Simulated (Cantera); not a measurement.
Charge: 1 mol SiO₂, 600 mol H₂, 2 mol H₂O, at 1350 K and 54.0 mbar.

Method: chemical equilibrium by Gibbs-energy minimisation in Cantera with the NASA 1993 tables (ideal gas, pure condensed phases). Candidate condensed phases: H₂O, Si, SiO₂; 18 gas species. The tables hold silica as quartz up to 1696 K and as liquid above; real silica turns to tridymite and cristobalite and melts near 1996 K. Rates play no part.

Base state: H₂ 0.997, H₂O 0.00332, H 1.02e-5 (mole fractions); condensed: SiO₂(β-quartz).

Problem. What changes in the equilibrium state with this change: SiO₂ replaced by Cr₂O₃?

Solution. 
```csv
species,before,after
H₂,0.997,0.997
H₂O,0.00332,0.00332
H,1.02e-5,1.02e-5
"SiO₂(β-quartz), mol",1.000,0
"Cr₂O₃(s), mol",0,1.000
```
Further candidate phases: Cr, Cr₂O₃.
